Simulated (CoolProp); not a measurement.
The numbers come from the reference Helmholtz-energy equation of state, Lemmon 2003 in CoolProp. It is a pseudo-pure fit of the blend.

Question: For R404A, give the phase and the Joule-Thomson coefficient (K/MPa), expansivity (1/kK), conductivity (mW/(m K)), Prandtl number at 235 K and 0.555 MPa; 341 K and 0.555 MPa; 394 K and 0.555 MPa.

Answer: 
- 235 K and 0.555 MPa: liquid; Joule-Thomson coefficient -0.259, expansivity 2.46, conductivity 89.7, Prandtl number 4.17
- 341 K and 0.555 MPa: gas; Joule-Thomson coefficient 11.5, expansivity 3.61, conductivity 17.1, Prandtl number 0.804
- 394 K and 0.555 MPa: gas; Joule-Thomson coefficient 7.35, expansivity 2.87, conductivity 20.9, Prandtl number 0.804

Viscosity comes from a separate model (Geller 2000). Thermal conductivity comes from a separate model (Geller 2001).
